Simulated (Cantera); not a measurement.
# Thermodynamics of metals in furnace atmospheres, feed Pb + CO₂ + N₂

Input: 1 mol Pb, 0.017 mol CO₂, a varied amount of N₂, held at 1402 °C and 10000 Pa.

These are equilibrium values from Cantera (NASA tables, ideal gas, pure condensed phases), not measurements of a reactor. Candidate condensed phases: C, Pb, PbO, PbO₂, Pb₃O₄; 27 gas species. Gases not in the tables: (PbO)n polymers. Rates play no part.

```tsv
n(N₂) (mol)	x N₂	x Pb	x CO₂	x CO	x PbO	x Pb₂	x NO
4.1	0.801	0.194	0.00211	0.00121	0.00121	3.83e-5	1.63e-6
8.4	0.892	0.106	0.00115	0.000658	0.000657	1.13e-5	1.72e-6
13	0.927	0.0709	0.000770	0.000443	0.000441	5.11e-6	1.75e-6
17	0.944	0.0552	0.000599	0.000345	0.000343	3.09e-6	1.77e-6
21	0.954	0.0451	0.000490	0.000282	0.000280	2.07e-6	1.78e-6
26	0.962	0.0368	0.000399	0.000230	0.000228	1.38e-6	1.78e-6
30	0.967	0.0320	0.000348	0.000200	0.000198	1.04e-6	1.78e-6
```
x: gas mole fraction; nothing condenses.

From 4.1 mol N₂ to 30 mol N₂ nothing is condensed.
